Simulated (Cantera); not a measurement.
An isothermal, constant-pressure homogeneous reactor starts with 1.35 % CO, 0.309 % O₂, 1.93 % H₂O, 96.4 % N₂, equivalence ratio 2.2, at 1325 K and 5.90 bar.

Computed with Cantera and GRI-Mech 3.0 (53 species, 325 reactions).

x: mole fraction; the columns are a selection and need not sum to one.

```
t (s)        x CO      x O₂   x H₂O      x NO      x OH    x CO₂
--------  -------  --------  ------  --------  --------  -------
2.00e-5    0.0135   0.00309  0.0193    <1e-12  4.49e-10  2.34e-9
8.60e-5    0.0135   0.00309  0.0193    <1e-12   5.76e-9  4.66e-8
0.000369   0.0134   0.00306  0.0193  4.23e-11       ___      ___
0.00159   0.00548   3.40e-5  0.0174   4.28e-7   1.68e-5  0.00806
0.00682   0.00461   2.11e-7  0.0166   4.29e-7   1.32e-6  0.00893
0.0293    0.00434   6.52e-9  0.0163   3.89e-7   2.39e-7  0.00919
0.126     0.00420  2.80e-10  0.0162       ___       ___  0.00934
0.541     0.00410  1.18e-11  0.0161   2.14e-7   1.29e-8  0.00944
2.33      0.00402    <1e-12  0.0160   1.27e-7   4.61e-9  0.00952
10.0      0.00394    <1e-12  0.0159   3.77e-8   3.04e-9  0.00960
```

What belongs in the gaps?


- 0.000369, x OH: 5.78e-6
- 0.000369, x CO₂: 6.19e-5
- 0.126, x NO: 3.07e-7
- 0.126, x OH: 5.12e-8
